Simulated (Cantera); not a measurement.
Input: 1 mol Al2O3, 1.9 mol Cl2, 0.4 mol H2, equilibrated at 100000 Pa.

Method: chemical equilibrium by Gibbs-energy minimisation in Cantera with the NASA 1993 tables (ideal gas, pure condensed phases). Candidate condensed phases: Al, AlCl3, Al2O3, H2O; 29 gas species. Rates play no part.

Problem. At 800 °C, list the 4 most abundant gas species with their mole fractions, and the condensed phases.

Solution. Cl2 0.651, HCl 0.347, Cl 0.000868, H2O 0.000223. Condensed: Al2O3(s).
